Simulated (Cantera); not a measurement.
Input: 1 mol PbO, 0.2 mol N2, 7.5 mol H2, equilibrated at 10.0 mbar.

Cantera equilibrium calculation (NASA polynomials, part measured and part estimated; ideal gas, pure solids and liquids). Candidate condensed phases: H2O, Pb, PbO, PbO2, Pb3O4; 27 gas species. Kinetics and transport are ignored.

x: gas mole fraction; n: condensed amount in mol.

```tsv
T (K)	x H2	x H2O	x Pb	x N2	x H	x PbO	x Pb2	n Pb(l)
825	0.844	0.130	1.43e-5	0.0260	7.29e-11	<1e-12	1.84e-12	1.000
925	0.844	0.130	(withheld)	0.0260	(withheld)	(withheld)	(withheld)	0.998
1025	0.842	0.130	0.00278	0.0259	4.00e-8	1.70e-9	1.26e-8	0.979
1125	0.828	0.127	(withheld)	0.0255	(withheld)	(withheld)	(withheld)	(withheld)
1225	0.765	0.118	0.0935	0.0235	2.73e-6	5.97e-7	4.47e-6	0.206
1325	0.747	0.115	0.115	0.0230	1.41e-5	1.83e-6	4.31e-6	0
1425	0.747	0.115	0.115	0.0230	5.90e-5	4.01e-6	2.92e-6	0
1525	0.747	0.115	0.115	0.0230	0.000204	7.95e-6	2.08e-6	0
```

### Question
Some entries are withheld; supply them.

### Answer

- 925, x Pb: 0.000267
- 925, x H: 2.39e-9
- 925, x PbO: 3.47e-11
- 925, x Pb2: 2.49e-10
- 1125, x Pb: 0.0189
- 1125, x H: 4.04e-7
- 1125, x PbO: 4.14e-8
- 1125, x Pb2: 3.11e-7
- 1125, n Pb(l): 0.851
